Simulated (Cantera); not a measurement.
Input: 1 mol Si(CH₃)₄, 0.25 mol C₂H₂, 59 mol H₂, 0.016 mol O₂, equilibrated at 0.710 bar.

Cantera equilibrium calculation (NASA polynomials, part measured and part estimated; ideal gas, pure solids and liquids). Candidate condensed phases: C, C₆H₆, C₇H₈, C₈H₁₈, H₂O, Si, SiC, SiO₂; 123 gas species. Mutual solubility and eutectic melting of coexisting phases are not modelled. The tables hold silica as quartz up to 1696 K and as liquid above; real silica turns to tridymite and cristobalite and melts near 1996 K. Gases not in the tables: Si₂H₆ and higher silanes. The numbers say what is thermodynamically allowed, not how fast it happens.

log p: log10 of the partial pressure in bar; n: condensed amount in mol.

| T (K) | log p H₂ | log p CH₄ | log p H | log p C₂H₂ (acetylene) | log p CO | log p Si | log p CH₃ | n C(graphite) | n SiC(s) | n SiO₂(β-quartz) |
|---|---|---|---|---|---|---|---|---|---|---|
| 1225 | -0.15 | -2.19 | -6.58 | -6.94 | -4.00 | <-12 | -7.33 | 2.91 | 0.989 | 0.0113 |
| 1325 | -0.15 | -2.48 | -5.86 | -6.22 | -3.46 | <-12 | -6.89 | 3.16 | 1.000 | 0 |
| 1425 | -0.15 | [?] | [?] | [?] | -3.46 | [?] | [?] | 3.29 | 1.000 | 0 |
| 1525 | -0.15 | -2.94 | -4.70 | -5.07 | -3.46 | -9.82 | -6.19 | 3.36 | 1.000 | 0 |
| 1625 | -0.15 | -3.13 | -4.23 | -4.60 | -3.46 | -8.73 | -5.90 | 3.40 | 1.000 | 0 |
| 1725 | -0.15 | -3.30 | -3.81 | -4.18 | -3.46 | -7.77 | -5.65 | 3.41 | 1.000 | 0 |
| 1825 | -0.15 | -3.45 | -3.43 | -3.82 | -3.46 | -6.91 | -5.42 | 3.41 | 1.000 | 0 |
| 1925 | -0.15 | [?] | [?] | [?] | -3.46 | [?] | [?] | 3.38 | 0.999 | 0 |
| 2025 | -0.15 | -3.70 | -2.79 | -3.19 | -3.46 | -5.46 | -5.05 | 3.33 | 0.999 | 0 |
| 2125 | -0.15 | -3.81 | -2.52 | -2.93 | -3.46 | -4.83 | -4.89 | 3.24 | 0.996 | 0 |

Task: Fill in the missing entries.

Result: 
- 1925, log p CH₄: -3.58
- 1925, log p H: -3.09
- 1925, log p C₂H₂ (acetylene): -3.49
- 1925, log p Si: -6.15
- 1925, log p CH₃: -5.23
- 1425, log p CH₄: -2.72
- 1425, log p H: -5.24
- 1425, log p C₂H₂ (acetylene): -5.60
- 1425, log p Si: -11.06
- 1425, log p CH₃: -6.51
